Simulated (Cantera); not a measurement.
An isothermal, constant-pressure homogeneous reactor starts with 6.59 % NH3, 92.3 % N2, 1.12 % H2, at 1700 K and 0.0263 atm.

Detailed kinetics in Cantera: the gas-phase N/H chemistry of the illustrative SiF4/NH3 mechanism in the Surface Chemkin manual (1991). Walls and surfaces, which speed up NH3 decomposition in real reactors, are not modelled.

x: mole fraction; the columns are a selection and need not sum to one.

| t (s) | x NH3 | x NH | x N2 | x NH2 | x N2H4 | x N2H2 |
|---|---|---|---|---|---|---|
| 0.000100 | 0.0659 | <1e-12 | 0.923 | 5.96e-8 | <1e-12 | <1e-12 |
| 0.000501 | 0.0659 | 1.16e-11 | 0.923 | 3.53e-7 | <1e-12 | 1.02e-12 |
| 0.00251 | 0.0659 | 6.62e-10 | 0.923 | 1.83e-6 | <1e-12 | 4.49e-11 |
| 0.0126 | 0.0659 | 2.44e-8 | 0.923 | 9.21e-6 | 1.88e-11 | … |
| 0.0632 | 0.0659 | 4.82e-7 | 0.923 | 4.47e-5 | 4.44e-10 | … |
| 0.317 | 0.0648 | 1.66e-6 | 0.922 | 9.23e-5 | 1.89e-9 | … |
| 1.59 | 0.0588 | 1.64e-6 | 0.920 | 7.82e-5 | 1.36e-9 | … |
| 7.98 | 0.0396 | 1.35e-6 | 0.912 | 5.16e-5 | 5.91e-10 | … |
| 40.0 | 0.0101 | 6.73e-7 | 0.901 | 1.74e-5 | 6.69e-11 | … |

Q: Some entries are withheld; supply them.

A: 
- 0.0126, x N2H2: 1.51e-9
- 0.0632, x N2H2: 5.81e-8
- 0.317, x N2H2: 3.28e-7
- 1.59, x N2H2: 2.59e-7
- 7.98, x N2H2: 1.29e-7
- 40.0, x N2H2: 1.88e-8
